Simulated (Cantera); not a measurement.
An isothermal, constant-pressure homogeneous reactor starts with NH3 : H2 = 1 : 6.2 (molar parts), at 1775 K and 0.220 bar. Integrator tolerance rtol = 1e-08.

Cantera simulation using the gas-phase N/H chemistry of the illustrative SiF4/NH3 mechanism in the Surface Chemkin manual (1991); the numbers are that mechanism's predictions, not measurements. Walls and surfaces, which speed up NH3 decomposition in real reactors, are not modelled.

### Question
What does this change do: pressure from 0.220 bar to 0.133 bar?

### Answer
```csv
quantity,before,after
x(NH3) at 10.0 s,0.0153 (gas-phase equilibrium 1.51e-6),0.0242 (gas-phase equilibrium 9.13e-7)
x(H2) at 10.0 s,0.930 (gas-phase equilibrium 0.938),0.925 (gas-phase equilibrium 0.938)
x(NH2) at 10.0 s,2.00e-5 (gas-phase equilibrium 2.55e-9),3.12e-5 (gas-phase equilibrium 1.99e-9)
x(N2H4) at 10.0 s,3.22e-10 (gas-phase equilibrium <1e-12),4.74e-10 (gas-phase equilibrium <1e-12)
x(H) at 10.0 s,0.000460 (gas-phase equilibrium 0.000602),0.000452 (gas-phase equilibrium 0.000773)
x(NH) at 10.0 s,4.97e-7 (gas-phase equilibrium 8.24e-11),7.65e-7 (gas-phase equilibrium 8.24e-11)
x(N2) at 10.0 s,0.0542 (gas-phase equilibrium 0.0610),0.0503 (gas-phase equilibrium 0.0610)
```
